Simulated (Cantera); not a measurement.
**Thermodynamics of abatement and gas-phase synthesis, feed NH3 + SO2 + H2 + H2O**

A closed system holds: 1 mol NH3, 0.0064 mol SO2, 0.22 mol H2, 6.2 mol H2O, equilibrated at 1 atm.

Equilibrium computed with Cantera from the NASA thermochemical tables; the gas is ideal and each condensed phase is pure. Candidate condensed phases: H2O, H2SO4, S; 35 gas species. Kinetics and transport are ignored.

```csv
T (K),log p H2O,log p H2,log p N2,log p H,log p OH,log p H2S,log p SO2,log p O2
1498,-0.13,-0.69,-1.22,-5.11,-6.09,-3.14,-4.56,-10.34
1648,-0.13,-0.69,-1.22,-4.39,-5.18,-3.21,-3.91,-8.76
1798,-0.13,-0.69,-1.22,-3.80,-4.42,-3.41,-3.51,-7.43
1948,-0.13,-0.69,-1.22,-3.29,-3.77,-3.74,-3.32,-6.31
2098,-0.13,-0.69,-1.22,-2.86,-3.22,-4.12,-3.25,-5.35
2248,-0.13,-0.69,-1.22,-2.48,-2.74,-4.49,-3.23,-4.51
2398,-0.13,-0.69,-1.22,-2.15,-2.33,-4.83,-3.23,-3.79
```
log p: log10 of the partial pressure in bar; nothing condenses.

From 1498 K to 2398 K nothing is condensed.
